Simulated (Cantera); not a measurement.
Feed: 1 mol SiCl4, 11 mol H2O, 0.22 mol N2O, held at 1873 K and 29.3 Torr.

These are equilibrium values from Cantera (NASA tables, ideal gas, pure condensed phases), not measurements of a reactor. Candidate condensed phases: H2O, NH4Cl, Si, SiO2, Si2N2O, Si3N4; 47 gas species. The tables hold silica as quartz up to 1696 K and as liquid above; real silica turns to tridymite and cristobalite and melts near 1996 K. Gases not in the tables: Si(OH)4. Kinetics and transport are ignored.

What is the equilibrium state?


```json
{
  "x(H2O)": "0.671",
  "x(HCl)": "0.287",
  "x(N2)": "0.0163",
  "x(Cl)": "0.0109",
  "x(O2)": "0.00687",
  "x(H2)": "0.00425",
  "x(OH)": "0.00261",
  "x(H)": "0.000213",
  "x(NO)": "0.000137",
  "n(SiO2(condensed))": "1.000 mol",
  "gas_amount": "13.41 mol",
  "log10 activity of Si(l) (absent)": "-12.47"
}
```
